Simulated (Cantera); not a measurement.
Charge: 1 mol PbS, 370 mol H2, 21 mol N2.

Equilibrium computed with Cantera from the NASA thermochemical tables; the gas is ideal and each condensed phase is pure. Candidate condensed phases: Pb, PbS, S; 18 gas species. Equilibrium is a limit: real reactors are often held back by kinetics, nucleation or transport.

### Question
What condenses at these points (T in K, P in Pa): (1450, 190000); (1850, 7200); (1750, 190000); (1050, 1000000); (1350, 270)?

### Answer
```
T (K)  P in Pa  condensed phases  Pb condensed (%)
-----  -------  ----------------  ----------------
1450    190000          gas only               0.0
1850      7200          gas only               0.0
1750    190000          gas only               0.0
1050   1000000                Pb              99.7
1350       270          gas only               0.0
```
